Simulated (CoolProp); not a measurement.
A Linde-Hampson liquefier for oxygen: isothermal reversible compression at 230 K from 1 atm to 30 MPa, throttling to 1 atm, return gas leaving the recuperator 0 K below the feed. Each further row changes one setting.

Computed with CoolProp (reference Helmholtz-energy equation of state, Schmidt 1985).

| case | liquid yield per pass | compression work (kJ/kg of gas) |
|---|---|---|
| as stated | 0.273 | 316 |
| high pressure 60 MPa | 0.288 | 360 |
| warm-end temperature 260 K | 0.202 | 369 |
| warm-end gap 5 K | 0.264 | 316 |
